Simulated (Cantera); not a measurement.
What does this Cantera script print?

```python
import numpy as np
import cantera as ct

gas = ct.Solution("gri30.yaml")
gas.TPX = 1698, 30000, {'CH4': 1, 'CO': 0.019, 'O2': 0.846, 'N2': 3.18}
reactor = ct.IdealGasReactor(gas, energy="on", clone=False)
net = ct.ReactorNet([reactor])
net.rtol, net.atol = 1e-08, 1e-16
show = ['CH4', 'CO', 'O2', 'H2O', 'C2H2']
times = np.geomspace(3e-06, 0.2, 12)

steps = ct.SolutionArray(gas, extra=["t"])
rows = []
print(f"{'t/s':>10s}{'T/K':>9s}{'P/Pa':>11s}" + "".join(f"{s:>11s}" for s in show))
for t in times:
    while net.time < t:
        t_next = net.step()
        steps.append(gas.state, t=t_next)
    rows.append([np.interp(t, steps.t, y) for y in (steps.T, steps.P, *steps(*show).X.T)])
    print(f"{t:10.3e}{rows[-1][0]:9.1f}{rows[-1][1]:11.4g}" + "".join(f"{x:11.3e}" for x in rows[-1][2:]))
rate = np.gradient(steps.T, steps.t)
print("integrator steps:", len(steps.t))
if steps.T.max() > steps.T[0] + 200:
    print(f"time of steepest temperature rise: {steps.t[rate.argmax()]:.4e} s")
gas.TPX = 1698, 30000, {'CH4': 1, 'CO': 0.019, 'O2': 0.846, 'N2': 3.18}
gas.equilibrate("UV")
print(f"equilibrium (UV): T = {gas.T:.1f} K  " + "  ".join(f"{s} {gas[s].X[0]:.3e}" for s in show))
```

It prints:

```
       t/s      T/K       P/Pa        CH4         CO         O2        H2O       C2H2
 3.000e-06   1698.0      3e+04  1.982e-01  3.766e-03  1.677e-01  5.583e-07  7.531e-16
 8.235e-06   1697.9      3e+04  1.982e-01  3.766e-03  1.677e-01  2.304e-06  1.043e-13
 2.260e-05   1697.8      3e+04  1.982e-01  3.766e-03  1.677e-01  9.508e-06  1.053e-11
 6.205e-05   1697.4  2.999e+04  1.980e-01  3.765e-03  1.676e-01  4.961e-05  9.140e-10
 1.703e-04   1697.0  2.999e+04  1.973e-01  3.776e-03  1.674e-01  3.419e-04  9.184e-08
 4.675e-04   1714.2  3.038e+04  1.880e-01  5.157e-03  1.625e-01  5.316e-03  2.195e-05
 1.283e-03   2696.4  5.927e+04  2.267e-10  1.519e-01  2.964e-05  9.649e-02  4.846e-11
 3.523e-03   2645.6  5.836e+04  9.099e-12  1.512e-01  4.896e-05  9.535e-02  4.089e-14
 9.670e-03   2645.7  5.836e+04  8.816e-12  1.512e-01  4.966e-05  9.542e-02  3.955e-14
 2.654e-02   2645.8  5.836e+04  8.794e-12  1.512e-01  4.973e-05  9.544e-02  3.945e-14
 7.286e-02   2645.8  5.836e+04  8.794e-12  1.512e-01  4.973e-05  9.544e-02  3.945e-14
 2.000e-01   2645.8  5.836e+04  8.794e-12  1.512e-01  4.973e-05  9.544e-02  3.945e-14
integrator steps: 1746
time of steepest temperature rise: 7.1258e-04 s
equilibrium (UV): T = 2645.8 K  CH4 9.772e-12  CO 1.512e-01  O2 4.973e-05  H2O 9.544e-02  C2H2 4.265e-14
```

Detailed kinetics in Cantera: GRI-Mech 3.0 (53 species, 325 reactions).
